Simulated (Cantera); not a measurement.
A Cantera script and what it prints.

```python
import numpy as np
import cantera as ct

gas_names = """
    C2H4 CH4 C2H5OH
""".split()
cond_names = """
    Ta2O5(s) Ta2O5(L) Ta(cr) Ta(L)
""".split()


# ... load() reads the species with a 1 bar reference pressure and builds the phases ...
species = {s.name: s for s in load("nasa_gas.yaml", gas_names) + load("nasa_condensed.yaml", cond_names)}
# Each term lists the table entries of one substance; the one whose range holds T is used.
reactions = {
    '5 C2H4(g) + 10 CH4(g) + 2 Ta2O5 = 4 Ta + 10 C2H5OH(g)':
        [(-5, ['C2H4']), (-10, ['CH4']), (-2, ['Ta2O5(s)', 'Ta2O5(L)']), (4, ['Ta(cr)', 'Ta(L)']), (10, ['C2H5OH'])],
}


def pick(names, T):
    return next(species[n] for n in names if species[n].thermo.min_temp <= T <= species[n].thermo.max_temp)


results = []
for label, terms in reactions.items():
    print(label)
    print("     T/K   dH/kJ  dS/(J/K)   dG/kJ   log10 K")
    for T in [300, 2548, 2648, 2748, 2848, 2948]:
        used = [(nu, pick(names, T)) for nu, names in terms]
        dH = sum(nu * s.thermo.h(T) for nu, s in used) / 1e6
        dS = sum(nu * s.thermo.s(T) for nu, s in used) / 1e3
        dG = dH - T * dS / 1e3
        logK = -dG * 1e6 / (ct.gas_constant * T * np.log(10))
        results.append((label, T, dH, dS, dG, logK, [s.name for _, s in used]))
        print(f"{T:8g} {dH:8.1f} {dS:8.1f} {dG:8.1f} {logK:8.2f}")
```

Output:

```
5 C2H4(g) + 10 CH4(g) + 2 Ta2O5 = 4 Ta + 10 C2H5OH(g)
     T/K   dH/kJ  dS/(J/K)   dG/kJ   log10 K
     300   2225.8   -275.4   2308.5  -401.93
    2548   1810.8   -516.0   3125.5   -64.07
    2648   1792.5   -523.0   3177.4   -62.68
    2748   1774.1   -529.8   3230.1   -61.40
    2848   1755.8   -536.4   3283.4   -60.22
    2948   1737.5   -542.7   3337.3   -59.13
```

Cantera with NASA thermochemical tables; ideal gases at 1 bar, condensed phases pure. Condensed species are held in their standard states even where they would react or evaporate.
